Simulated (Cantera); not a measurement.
Input (Python, Cantera) and output of one run.

```python
import numpy as np
import cantera as ct

gas_names = """
    C CO CO2 C2 C2O C3 C3O2 C4 C5 Mg MgO Mg2 O O2 O3
""".split()
cond_names = """
    C(gr) Mg(cr) Mg(L) MgCO3(s) MgO(s) MgO(L)
""".split()


# ... load() reads the species with a 1 bar reference pressure and builds the phases ...
atoms = {
    'MgCO3': {'Mg': 1, 'C': 1, 'O': 3},
    'O2': {'O': 2},
    'CO2': {'C': 1, 'O': 2},
}
top_T = {'C(gr)': 4500}  # K; cautious upper limits of use, not melting points


# ... equilibrate(T, P, feed) seeds the gas with the atoms and calls Mixture.equilibrate('TP', solver="vcs", rtol=1e-11, max_steps=5000) ...
results = []
feed = {'MgCO3': 1, 'O2': 0.11, 'CO2': 0.21}  # mol
T = 1525  # K
P = 1333.22  # Pa
mix = equilibrate(T, P, feed)
results.append((T, P, feed, dict(zip(mix.species_names, mix.species_moles))))
x = sorted(zip(gas.X, gas.species_names), reverse=True)
print(f"T = {T:g} K  P = {P:g} Pa  gas = {mix.phase_moles(0):.4g} mol")
print("   x: " + "  ".join(f"{s} {v:.3e}" for v, s in x if v > 0.001))
print("   condensed (mol): " + ("  ".join(f"{mix.phase(i).name} {mix.phase_moles(i):.4g}"
      for i in range(1, mix.n_phases) if mix.phase_moles(i) > 1e-12) or "none"))
```

Output:

```
T = 1525 K  P = 1333.22 Pa  gas = 1.32 mol
   x: CO2 9.164e-01  O2 8.341e-02
   condensed (mol): MgO(s) 1
```

Equilibrium computed with Cantera from the NASA thermochemical tables; the gas is ideal and each condensed phase is pure.
